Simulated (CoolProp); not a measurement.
Properties of propane along the isotherm 104.35 °C (Tc = 96.7 °C, pc = 4251 kPa, ω = 0.152).

The numbers come from the reference Helmholtz-energy equation of state, Lemmon 2009 in CoolProp.

```tsv
p (kPa)	phase	density (kg/m³)	cp (kJ/(kg K))	viscosity (µPa s)	Prandtl number
2360	gas	41.69	2.419	11.0	0.866
4720	supercritical	(withheld)	14.84	18.9	4.72
7090	supercritical	(withheld)	3.991	44.9	2.59
9450	supercritical	(withheld)	(withheld)	52.5	2.43
11800	supercritical	402.3	3.181	(withheld)	2.39
14200	supercritical	416.3	3.050	(withheld)	2.39
16500	supercritical	427.1	2.968	66.8	(withheld)
18900	supercritical	436.7	(withheld)	70.6	2.41
21300	supercritical	445.0	2.858	74.1	2.43
```

Task: What belongs in the gaps?

Result: 
- 4720, density (kg/m³): 177.0
- 7090, density (kg/m³): 354.5
- 9450, density (kg/m³): 383.9
- 9450, cp (kJ/(kg K)): 3.410
- 11800, viscosity (µPa s): 58.1
- 14200, viscosity (µPa s): 62.8
- 16500, Prandtl number: 2.40
- 18900, cp (kJ/(kg K)): 2.905

The peak of cp marks the crossing from liquid-like to gas-like fluid above the critical point.

Viscosity comes from a separate model (Vogel 1998). Thermal conductivity comes from a separate model (Marsh 2002).
